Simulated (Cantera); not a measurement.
Cantera run:

```python
import numpy as np
import cantera as ct

gas_names = """
    C CO CO2 C2 C2O C3 C3O2 C4 C5 Mg MgO Mg2 O O2 O3
""".split()
cond_names = """
    C(gr) Mg(cr) Mg(L) MgCO3(s) MgO(s) MgO(L)
""".split()


# ... load() reads the species with a 1 bar reference pressure and builds the phases ...
atoms = {
    'MgCO3': {'Mg': 1, 'C': 1, 'O': 3},
    'CO2': {'C': 1, 'O': 2},
}
top_T = {'C(gr)': 4500}  # K; cautious upper limits of use, not melting points


# ... equilibrate(T, P, feed) seeds the gas with the atoms and calls Mixture.equilibrate('TP', solver="vcs", rtol=1e-11, max_steps=5000) ...
results = []
feed = {'MgCO3': 1, 'CO2': 0.4}  # mol
P = 101325  # Pa
for T in [748, 848, 948, 1048, 1148, 1248, 1348, 1448, 1548, 1648, 1748, 1848]:
    mix = equilibrate(T, P, feed)
    results.append((T, P, feed, dict(zip(mix.species_names, mix.species_moles))))

top = {s: max(r[3][s] / sum(r[3][g] for g in gas_names) for r in results) for s in gas_names}
cols = sorted((s for s in top if top[s] > 1e-05), key=lambda s: -top[s])[:8]
seen = [c for c in cond_names if any(r[3].get(c, 0) > 1e-12 for r in results)]
print("log10 of partial pressures in bar; condensed amounts in mol")
print(f"{'T/K':>10s}" + "".join(f"{s[:9]:>10s}" for s in cols + seen))
for T, P, feed, n in results:
    ng = sum(n[g] for g in gas_names)
    print(f"{T:10.4g}" + "".join(f"{np.log10(max(n[s] / ng * P / 1e5, 1e-99)):10.3f}" for s in cols)
          + "".join(f"{n.get(c, 0):10.4g}" for c in seen))
```

Output:

```
log10 of partial pressures in bar; condensed amounts in mol
       T/K       CO2        CO        O2         O    MgO(s)
       748     0.006   -10.023   -10.335   -19.409         1
       848     0.006    -8.472    -8.773   -16.553         1
       948     0.006    -7.246    -7.547   -14.301         1
      1048     0.006    -6.256    -6.557   -12.477         1
      1148     0.006    -5.439    -5.740   -10.970         1
      1248     0.006    -4.754    -5.055    -9.704         1
      1348     0.006    -4.171    -4.472    -8.625         1
      1448     0.006    -3.670    -3.971    -7.695         1
      1548     0.005    -3.234    -3.536    -6.885         1
      1648     0.005    -2.853    -3.154    -6.173         1
      1748     0.004    -2.515    -2.817    -5.543         1
      1848     0.002    -2.216    -2.518    -4.981         1
```

Cantera equilibrium calculation (NASA polynomials, part measured and part estimated; ideal gas, pure solids and liquids).
